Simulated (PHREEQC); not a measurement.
Solution (25 °C): 0.0071 mol/kgw (CH3)4NF. Closed to the air; pH follows from the charge balance.

Computed with PHREEQC (ion-association model, phreeqc.dat).

No solid was allowed to form.

Problem. Estimate the pH.

Solution. pH 7.50.

(CH3)4N+ isn't in the database: it is added as a free cation with an ion size of 4 Å.
